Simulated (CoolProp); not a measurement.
Properties of nitrous oxide at several states (Tc = 309.5 K, pc = 7.245 MPa, ω = 0.161).

The numbers come from the reference Helmholtz-energy equation of state, Lemmon 2006 in CoolProp. It is a short technical equation, of lower accuracy than the large ones.

```tsv
T (K)	p (MPa)	phase	cp (kJ/(kg K))	Joule-Thomson coefficient (K/MPa)
215	0.159	gas	___	___
374.7	0.873	gas	0.9766	___
483.5	0.138	gas	1.033	___
358.7	0.224	gas	___	___
329.6	0.833	gas	___	___
268.2	13	liquid	1.893	0.02492
```

Fill in the missing entries.


- 215, cp (kJ/(kg K)): 0.8201
- 215, Joule-Thomson coefficient (K/MPa): 25.51
- 374.7, Joule-Thomson coefficient (K/MPa): 6.487
- 483.5, Joule-Thomson coefficient (K/MPa): 3.674
- 358.7, cp (kJ/(kg K)): 0.9423
- 358.7, Joule-Thomson coefficient (K/MPa): 7.159
- 329.6, cp (kJ/(kg K)): 0.9490
- 329.6, Joule-Thomson coefficient (K/MPa): 8.707
